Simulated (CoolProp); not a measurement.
Model: reference Helmholtz-energy equation of state, Bücker 2006, in CoolProp.

For isobutane, give the phase and the Z, cv (kJ/(kg K)), conductivity (mW/(m K)), Prandtl number at 301.85 °C and 54.4 bar.


- 301.85 °C and 54.4 bar: supercritical; Z 0.854, cv 2.75, conductivity 61.9, Prandtl number 0.844

Viscosity comes from a separate model (Vogel 2000). Thermal conductivity comes from a separate model (Perkins 2002).
